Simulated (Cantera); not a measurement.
A perfectly stirred reactor is fed with 11.5 % CH₄, 88.5 % H₂, at 101000 Pa; it is held at 1650 K, and followed from long to short residence time.

Model: GRI-Mech 3.0 (53 species, 325 reactions), integrated in Cantera. GRI-Mech 3.0 stops at C3 and has no aromatics, soot or wall deposition, so with more carbon than oxygen in the feed, carbon stays in small species such as C2H2 where larger ones or solid carbon would form.

x: mole fraction; the columns are a selection and need not sum to one.

```csv
τ (s),x CH₄,x H₂,x H,x C₂H₄,x CH₂,x C₂H₆,x C₂H₂
2.1,0.0388,0.927,8.61e-5,0.00219,6.64e-9,7.85e-6,0.0320
0.70,0.0476,0.922,8.41e-5,0.00196,7.79e-9,9.84e-6,0.0283
0.24,0.0628,0.914,8.14e-5,0.00157,9.68e-9,1.43e-5,0.0218
0.079,0.0828,0.903,7.85e-5,0.00109,1.20e-8,2.20e-5,0.0133
0.026,?,0.893,7.62e-5,?,1.38e-8,?,?
0.0089,0.109,0.888,7.47e-5,0.000476,1.46e-8,3.42e-5,0.00226
0.0030,0.113,0.886,7.30e-5,0.000315,1.45e-8,3.49e-5,0.000626
0.0010,0.114,0.885,6.91e-5,0.000164,1.32e-8,3.13e-5,0.000114
0.00034,0.115,0.885,5.94e-5,5.10e-5,9.85e-9,2.17e-5,1.10e-5
0.00011,0.115,0.885,?,?,?,?,?
```

Fill in the missing entries.


- 0.026, x CH₄: 0.0995
- 0.026, x C₂H₄: 0.000705
- 0.026, x C₂H₆: 2.98e-5
- 0.026, x C₂H₂: 0.00614
- 0.00011, x H: 3.89e-5
- 0.00011, x C₂H₄: 5.94e-6
- 0.00011, x CH₂: 4.27e-9
- 0.00011, x C₂H₆: 7.33e-6
- 0.00011, x C₂H₂: 3.06e-7
